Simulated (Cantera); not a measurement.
# Fluorocarbon and chlorocarbon gases: CH3Cl + HCl

Feed: 1 mol CH3Cl, 1.1 mol HCl, equilibrated at 2498 K and 56.0 mbar.

These are equilibrium values from Cantera (NASA tables, ideal gas, pure condensed phases), not measurements of a reactor. Candidate condensed phases: C, C6H6, C7H8, C8H18; 91 gas species. Kinetics and transport are ignored.

x(HCl): 0.557
x(H2): 0.306
x(Cl): 0.0750
x(H): 0.0583
x(C2H2 (acetylene)): 0.00328
x(C2HCl): 6.83e-5
x(C2H): 4.47e-5
x(Cl2): 2.71e-5
x(C4H2): 1.45e-5
n(C(graphite)): 0.977 mol
gas amount: 3.321 mol
